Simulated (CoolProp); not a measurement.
20 sccm (0 °C, 1 atm) of nitrogen bubbles through liquid octamethylcyclotetrasiloxane (D4) at 356.5 K and leaves saturated at a total pressure of 0.0249 MPa (ideal gas phase). Each further row changes one setting.

Model: reference Helmholtz-energy equation of state, Thol 2015, in CoolProp.

| case | vapour pressure (kPa) | mole fraction of vapour | delivery (mg/min) | delivery (sccm) | change of delivery for a bath 1 K warmer (%) |
|---|---|---|---|---|---|
| as stated | 4.22 | 0.169 | 54.0 | 4.08 | 5.8 |
| bath temperature 361.5 K | 5.30 | 0.213 | 71.5 | 5.41 | 5.9 |
| total pressure 0.0498 MPa | 4.22 | 0.0847 | 24.5 | 1.85 | 5.2 |
